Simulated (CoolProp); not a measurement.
Properties of chloromethane (R40) along the isobar 101 kPa (Tc = 418.6 K, pc = 6929 kPa, ω = 0.150).

Computed with CoolProp (reference Helmholtz-energy equation of state, Thol 2014).

| T (K) | phase | Z | cv (kJ/(kg K)) | fugacity coefficient |
|---|---|---|---|---|
| 244.7 | liquid | 0.002479 | 1.061 | 0.7984 |
| 259.8 | gas | ? | 0.6320 | 0.9716 |
| 275 | gas | 0.9765 | 0.6373 | 0.9771 |
| 290.1 | gas | 0.9808 | 0.6495 | 0.9812 |
| 305.3 | gas | 0.9841 | 0.6655 | 0.9844 |
| 320.5 | gas | 0.9866 | 0.6838 | 0.9868 |
| 335.6 | gas | 0.9886 | 0.7034 | 0.9887 |
| 350.8 | gas | 0.9902 | ? | 0.9903 |
| 365.9 | gas | 0.9915 | ? | 0.9916 |
| 381.1 | gas | 0.9926 | ? | 0.9927 |

### Question
Complete the blanks.

### Answer

- 259.8, Z: 0.9705
- 350.8, cv (kJ/(kg K)): 0.7241
- 365.9, cv (kJ/(kg K)): 0.7451
- 381.1, cv (kJ/(kg K)): 0.7666
